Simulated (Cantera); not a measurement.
Charge: 1 mol trisilylamine, 2.6 mol NH₃, 2.1 mol N₂, at 1173.15 K and 5.30e-5 bar.

Method: chemical equilibrium by Gibbs-energy minimisation in Cantera with the NASA 1993 tables (ideal gas, pure condensed phases). Candidate condensed phases: Si, Si₃N₄; 18 gas species. The feed counts by its element totals alone. The numbers say what is thermodynamically allowed, not how fast it happens.

Base state: H₂ 0.816, N₂ 0.184, H 1.47e-5 (mole fractions); condensed: Si₃N₄(s).

Task: What changes in the equilibrium state with this change: trisilylamine replaced by SiCl₄?

Result: 
| species | before | after |
|---|---|---|
| HCl | 0 | 0.405 |
| N₂ | 0.184 | 0.328 |
| H₂ | 0.816 | 0.246 |
| SiCl₂ | 0 | 0.0119 |
| SiCl₄ | 0 | 0.00587 |
| SiCl₃ | 0 | 0.00266 |
| SiHCl₃ | 0 | 8.34e-5 |
| Si₃N₄(s), mol | 1.00 | 0.274 |
The tables' values for SiCl₃ are old estimates; treat these amounts as uncertain. Further candidate phases: NH₄Cl.
